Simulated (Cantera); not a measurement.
An adiabatic, constant-pressure homogeneous reactor starts with C₃H₈ : O₂ : N₂ = 1 : 8.62 : 35.3 (molar parts), equivalence ratio 0.58, at 1225 K and 1.40 bar. Integrator tolerance rtol = 1e-08.

Model: GRI-Mech 3.0 (53 species, 325 reactions), integrated in Cantera. GRI-Mech 3.0 was tuned for natural gas; its chemistry of propane as a main component is partial and can be far from experiment.

**Question.** What does this change do: initial temperature 1225 to 1625 K?

**Answer.** 
```csv
quantity,before,after
time of steepest temperature rise,3.18 ms,23.9 µs
temperature at 2.00 s,2314 K,2567 K
equilibrium temperature,2314 K,2567 K
x(C₃H₈) at 2.00 s,<1e-12 (gas-phase equilibrium <1e-12),<1e-12 (gas-phase equilibrium <1e-12)
x(O₂) at 2.00 s,0.0735 (gas-phase equilibrium 0.0735),0.0714 (gas-phase equilibrium 0.0714)
x(NO) at 2.00 s,0.00943 (gas-phase equilibrium 0.00943),0.0148 (gas-phase equilibrium 0.0148)
x(HO₂) at 2.00 s,3.84e-6 (gas-phase equilibrium 3.84e-6),7.25e-6 (gas-phase equilibrium 7.25e-6)
x(H₂) at 2.00 s,0.000588 (gas-phase equilibrium 0.000588),0.00203 (gas-phase equilibrium 0.00203)
x(HCO) at 2.00 s,1.43e-10 (gas-phase equilibrium 1.43e-10),2.13e-9 (gas-phase equilibrium 2.13e-9)
x(CH₂O) at 2.00 s,<1e-12 (gas-phase equilibrium <1e-12),1.04e-11 (gas-phase equilibrium 1.04e-11)
```
